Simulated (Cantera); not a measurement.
Input: 1 mol C, 0.087 mol O2, 0.74 mol N2, 5.9 mol H2O, held at 1075 K and 2.60 bar.

Method: chemical equilibrium by Gibbs-energy minimisation in Cantera with the NASA 1993 tables (ideal gas, pure condensed phases). Candidate condensed phases: C, C6H6, C7H8, C8H18, H2O; 136 gas species. Equilibrium is a limit: real reactors are often held back by kinetics, nucleation or transport.

Question: What is the equilibrium state?

Answer: 
| Quantity | Result |
|---|---|
| x(H2O) | 0.566 |
| x(H2) | 0.206 |
| x(CO2) | 0.0978 |
| x(N2) | 0.0969 |
| x(CO) | 0.0331 |
| x(NH3) | 2.77e-5 |
| x(CH4) | 1.96e-5 |
| gas amount | 7.639 mol |
| log10 activity of C(graphite) (absent) | -2.40 |
